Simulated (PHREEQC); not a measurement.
A PHREEQC input (ion-association model, phreeqc.dat):

```
SOLUTION 1
  temp 55
  units mg/kgw
  pH 12.5
  pe 10.9
  Na 1460
  K 93.6
  Ca 405
  Mg 10
  Cl 3060
  S(6) 31.5 as SO4
  Alkalinity 68 as HCO3
  Ba 2.75
END
USE solution 1
EQUILIBRIUM_PHASES 1
  Gypsum 0 0
  CO2(g) -2 10
END
```

It stops with these messages:

```
WARNING: Maximum iterations exceeded, 100
WARNING: Maximum iterations exceeded, 100
WARNING: The program has failed to converge to a numerical solution.
ERROR:           Alkalinity has not converged. Total: 1.114405e-03	Calculated: 2.622774e-07	Residual: 1.114143e-03
ERROR: Is non-carbonate alkalinity greater than total alkalinity?
ERROR:                   Ba has not converged. Total: 2.002330e-05	Calculated: 1.514782e-05	Residual: 4.875484e-06
ERROR:                   Ca has not converged. Total: 1.010479e-02	Calculated: 5.753051e-03	Residual: 4.351739e-03
ERROR:                   Cl has not converged. Total: 8.631145e-02	Calculated: 1.070095e-01	Residual: -2.069807e-02
ERROR:                    K has not converged. Total: 2.393739e-03	Calculated: 2.977249e-03	Residual: -5.835096e-04
ERROR:                   Mg has not converged. Total: 4.113195e-04	Calculated: 7.404337e-06	Residual: 4.039152e-04
ERROR:                   Na has not converged. Total: 6.350642e-02	Calculated: 7.797794e-02	Residual: -1.447152e-02
ERROR:                 S(6) has not converged. Total: 3.279064e-04	Calculated: 2.350566e-04	Residual: 9.284984e-05
ERROR:                   Mu Ionic strength has not converged. 	Residual: 1.545633e-07
ERROR:               A(H2O) Activity of water has not converged. 	Residual: -9.375169e-01
ERROR: Model failed to converge for initial solution  1.
```

Q: What went wrong, and how is it mended?

A: The fault: pH typed as 12.5 with the alkalinity kept. The line should read `pH 6.88` where the input has `pH 12.5`. With the mend the run ends at pH 6.93 and ionic strength 0.0979 mol/kgw.
